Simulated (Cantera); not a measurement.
A closed system holds: 1 mol Mg(OH)2, 0.22 mol H2O, 3.1 mol CO2, equilibrated at 1475 °C and 89.0 Pa.

These are equilibrium values from Cantera (NASA tables, ideal gas, pure condensed phases), not measurements of a reactor. Candidate condensed phases: C, C6H6, C7H8, C8H18, H2O, Mg, MgCO3, MgO, Mg(OH)2; 116 gas species. The numbers say what is thermodynamically allowed, not how fast it happens.

Base state: CO2 0.683, H2O 0.274, CO 0.0240, O2 0.0127, H2 0.00267, OH 0.00238, H 0.000396, O 0.000278 (mole fractions); condensed: MgO(s).

What changes in the equilibrium state with this change: temperature from 1475 °C to 300 °C?


```csv
species,before,after
CO2,0.683,0.718
H2O,0.274,0.282
CO,0.0240,<1e-9
O2,0.0127,<1e-9
H2,0.00267,<1e-9
OH,0.00238,<1e-9
H,0.000396,<1e-9
O,0.000278,<1e-9
"MgO(s), mol",1.000,1.00
```

What changes in the equilibrium state with this change: temperature from 1475 °C to 527 °C?


```tsv
species	before	after
CO2	0.683	0.718
H2O	0.274	0.282
H2	0.00267	6.71e-9
CO	0.0240	4.04e-9
O2	0.0127	5.35e-9
OH	0.00238	<1e-9
H	0.000396	<1e-9
MgO(s), mol	1.000	1.00
```

What changes in the equilibrium state with this change: CO2 from 3.1 to 0.021 mol?


```
species        before     after
-----------  --------  --------
H2O             0.274     0.959
CO2             0.683    0.0160
H2            0.00267    0.0133
CO             0.0240  0.000801
O2             0.0127   0.00625
H            0.000396  0.000885
OH            0.00238   0.00372
O            0.000278  0.000195
MgO(s), mol     1.000     1.000
```
